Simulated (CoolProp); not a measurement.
Vapour-liquid equilibrium of carbon dioxide (1) + R152A (2) at -25.45 °C; x and y are mole fractions of (1).

Computed with CoolProp (multi-fluid Helmholtz-energy mixture model, Span 1996 and Outcalt 1996; pair parameters Bell 2016).

```json
[
 {"x": "0.05", "bubble pressure (MPa)": "0.1693", "y at the bubble point": "0.453", "dew pressure at overall composition x (MPa)": "0.09997", "liquid density (mol/L)": "15.66"},
 {"x": "0.15", "bubble pressure (MPa)": "0.3196", "y at the bubble point": "0.729", "dew pressure at overall composition x (MPa)": "0.1114", "liquid density (mol/L)": "16.29"},
 {"x": "0.25", "bubble pressure (MPa)": "0.4706", "y at the bubble point": "0.830", "dew pressure at overall composition x (MPa)": "0.1256", "liquid density (mol/L)": "16.97"},
 {"x": "0.35", "bubble pressure (MPa)": "0.6213", "y at the bubble point": "0.883", "dew pressure at overall composition x (MPa)": "0.1440", "liquid density (mol/L)": "17.71"},
 {"x": "0.45", "bubble pressure (MPa)": "0.7716", "y at the bubble point": "0.916", "dew pressure at overall composition x (MPa)": "0.1685", "liquid density (mol/L)": "18.49"},
 {"x": "0.55", "bubble pressure (MPa)": "0.9221", "y at the bubble point": "0.939", "dew pressure at overall composition x (MPa)": "0.2029", "liquid density (mol/L)": "19.33"},
 {"x": "0.65", "bubble pressure (MPa)": "1.074", "y at the bubble point": "0.956", "dew pressure at overall composition x (MPa)": "0.2549", "liquid density (mol/L)": "20.24"},
 {"x": "0.75", "bubble pressure (MPa)": "1.231", "y at the bubble point": "0.971", "dew pressure at overall composition x (MPa)": "0.3423", "liquid density (mol/L)": "21.22"},
 {"x": "0.85", "bubble pressure (MPa)": "1.393", "y at the bubble point": "0.983", "dew pressure at overall composition x (MPa)": "0.5183", "liquid density (mol/L)": "22.27"},
 {"x": "0.95", "bubble pressure (MPa)": "1.567", "y at the bubble point": "0.994", "dew pressure at overall composition x (MPa)": "1.016", "liquid density (mol/L)": "23.40"}
]
```

No azeotrope shows between x = 0.05 and 0.95.

The pair parameters rest on a limited set of measurements; away from them the model extrapolates.
